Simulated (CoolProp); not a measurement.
A single-stage vapour-compression cycle with the fluid: evaporating at 317.15 K (dew point), condensing at 378.15 K (bubble point), superheat 10 K, subcooling 0 K, compressor efficiency 0.65, no pressure losses. The same conditions are run with several fluids, on thermodynamics alone (safety and materials aside).

Values from CoolProp's reference Helmholtz-energy equation of state of each fluid (n-hexane: Thol 2019; R141b: Lemmon 2006; trans-2-butene: Lemmon 2005; n-perfluorohexane: Gao 2022; R1233zd(E): Akasaka 2022; n-perfluorobutane: Gao 2022).

### Question
Rank n-hexane, R141b, trans-2-butene, n-perfluorohexane, R1233zd(E), n-perfluorobutane by cooling COP, highest first.

### Answer
R141b (2.62), n-hexane (2.45), R1233zd(E) (2.36), trans-2-butene (2.31), n-perfluorohexane (1.44), n-perfluorobutane (0.527)

```tsv
fluid	pressure ratio	discharge temperature (K)	refrigerating effect (kJ/kg)	volumetric capacity (kJ/m³)
n-hexane	6.44	379.0	218	307
R141b	4.99	403.1	149	1020
trans-2-butene	4.05	395.7	216	2020
n-perfluorohexane	6.34	378.1	27.8	229
R1233zd(E)	4.74	394.1	109	1380
n-perfluorobutane	4.16	378.2	9.34	443
```

The compression ends wet for: n-perfluorohexane; n-perfluorobutane.
